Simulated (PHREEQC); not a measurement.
A solution holds 0.51 mol H2SO4 and 0.76 mol NaCl per kg of water, at 20 °C. Closed to the air; pH follows from the charge balance.

Equilibrium calculation in PHREEQC: Pitzer model, pitzer.dat.

Precipitation was switched off in this run.

### Question
What pH, ionic strength, osmotic coefficient does the model give?

### Answer
pH 0.16; ionic strength 1.56 mol/kgw; osmotic coefficient 0.971.

### Question
In which forms is S present?

### Answer
HSO4- 72 %, SO4-2 28 % of the S.

In brines, pH and single-ion activities rest on the MacInnes convention.
